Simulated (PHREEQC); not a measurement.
A solution holds 4.9 mol/kgw NaCl, 0.18 mol/kgw Na2SO4 and 0.4 mol/kgw MgCl2, at 20 °C. Closed to the air; pH follows from the charge balance.

Model: Pitzer model, pitzer.dat, run in PHREEQC.

```
quantity                    before    after
-------------------------  -------  -------
MgOH+ (mol/kgw)            9.38e-7  1.28e-7
HSO4- (mol/kgw)            5.84e-7  4.20e-8
SI of Halite (NaCl)          -0.08    -1.86
SI of Thenardite (Na2SO4)    -0.80    -2.71
```

### Question
What was changed between the two runs?
A. temperature from 20 to 50 °C
B. temperature from 20 to 45 °C
C. temperature from 20 to 70 °C
D. Na2SO4 from 0.18 to 0.198 mol/kgw
E. diluted 5-fold with water

### Answer
E, diluted 5-fold with water

This is a speciation only: nothing precipitates in the calculation.
